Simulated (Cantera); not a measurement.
What does this Cantera script print?

```python
import numpy as np
import cantera as ct

gas_names = [...]  # 47 gases of nasa_gas.yaml made of Cl, H, N, O, Si
cond_names = """
    H2O(s) H2O(L) NH4CL(a) NH4CL(b) Si(cr) Si(L) SiO2(Lqz) SiO2(hqz) SiO2(L) Si2N2O(s) Si3N4(a)
""".split()


# ... load() reads the species with a 1 bar reference pressure and builds the phases ...
atoms = {
    'SiH2Cl2': {'Si': 1, 'H': 2, 'CL': 2},
    'O2': {'O': 2},
    'N2': {'N': 2},
}
top_T = {'Si2N2O(s)': 2100, 'Si3N4(a)': 2400}  # K; cautious upper limits of use, not melting points


# ... equilibrate(T, P, feed) seeds the gas with the atoms and calls Mixture.equilibrate('TP', solver="vcs", rtol=1e-11, max_steps=5000) ...
results = []
feed = {'SiH2Cl2': 1, 'O2': 0.77, 'N2': 190}  # mol
T = 1498  # K
P = 22000  # Pa
mix = equilibrate(T, P, feed)
results.append((T, P, feed, dict(zip(mix.species_names, mix.species_moles))))
x = sorted(zip(gas.X, gas.species_names), reverse=True)
print(f"T = {T:g} K  P = {P:g} Pa  gas = {mix.phase_moles(0):.4g} mol")
print("   x: " + "  ".join(f"{s} {v:.3e}" for v, s in x if v > 1e-05))
print("   condensed (mol): " + ("  ".join(f"{mix.phase(i).name} {mix.phase_moles(i):.4g}"
      for i in range(1, mix.n_phases) if mix.phase_moles(i) > 1e-12) or "none"))
```

Output:

```
T = 1498 K  P = 22000 Pa  gas = 191.9 mol
   x: N2 9.897e-01  HCL 9.856e-03  H2 2.839e-04  SiCL4 8.265e-05  SiCL2 5.401e-05  SiCL3 3.739e-05  CL 1.728e-05  SiO 1.593e-05
   condensed (mol): SiO2(hqz) 0.7034  Si2N2O(s) 0.13
```

These are equilibrium values from Cantera (NASA tables, ideal gas, pure condensed phases), not measurements of a reactor. N2 is the only nitrogen source here; it is nearly inert below about 1500 K, so the nitride shown seldom forms there in practice. Mutual solubility and eutectic melting of coexisting phases are not modelled. The tables' values for SiCl3 are old estimates; treat these amounts as uncertain. The tables hold silica as quartz up to 1696 K and as liquid above; real silica turns to tridymite and cristobalite and melts near 1996 K.
